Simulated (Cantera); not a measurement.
Equilibrium for boron, boron nitride and boron oxide: BF3 + H2O

Input: 1 mol BF3, 0.58 mol H2O.

These are equilibrium values from Cantera (NASA tables, ideal gas, pure condensed phases), not measurements of a reactor. Candidate condensed phases: B, B2O3, B3O3H3, H2O; 43 gas species. The tables' values for BF2 are old estimates. Gases not in the tables: H3BO3. Rates play no part.

Question: Map the stable condensed phases over T = 1100, 1175, 1250, 1325, 1400, 1475, 1550, 1625, 1700, 1775 K and P in Pa = 10, 28, 77, 220, 600, 1700, 4600, 13000, 36000, 100000.

Answer: 
```
T in K \ P in Pa
             10     28     77    220    600   1700   4600  13000  36000 100000
   1775       A      A      A      A      A      A      A      A      A      A
   1700       A      A      A      A      A      A      A      A      A      A
   1625       A      A      A      A      A      A      A      A      A      A
   1550       A      A      A      A      A      A      A      A      A      A
   1475       A      A      A      A      A      A      A      A      A      A
   1400       A      A      A      A      A      A      A      A      A      A
   1325       A      A      A      A      A      A      A      A      A      A
   1250       A      A      A      A      A      A      A      A      A      A
   1175       A      A      A      B      B      B      B      A      A      A
   1100       B      B      B      B      B      B      A      A      A      A
```
A: gas only; B: B2O3.
